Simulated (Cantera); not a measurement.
Charge: 1 mol Pb, 0.76 mol CO, 38 mol H₂, equilibrated at 773 K and 1000 Pa.

These are equilibrium values from Cantera (NASA tables, ideal gas, pure condensed phases), not measurements of a reactor. Candidate condensed phases: C, C₆H₆, C₇H₈, C₈H₁₈, H₂O, Pb, PbO, PbO₂, Pb₃O₄; 113 gas species. Kinetics and transport are ignored.

Base state: H₂ 0.971, CO 0.00977, CH₄ 0.00974, H₂O 0.00926, CO₂ 0.000478 (mole fractions); condensed: Pb(l).

### Question
What changes in the equilibrium state with this change: temperature from 773 K to 1548 K?

### Answer
| species | before | after |
|---|---|---|
| H₂ | 0.971 | 0.955 |
| Pb | 2.31e-6 | 0.0251 |
| CO | 0.00977 | 0.0191 |
| CH₄ | 0.00974 | 1.90e-6 |
| H | <1e-9 | 0.000301 |
| CO₂ | 0.000478 | 1.58e-8 |
| H₂O | 0.00926 | 2.21e-6 |
| Pb(l), mol | 1.000 | 0 |
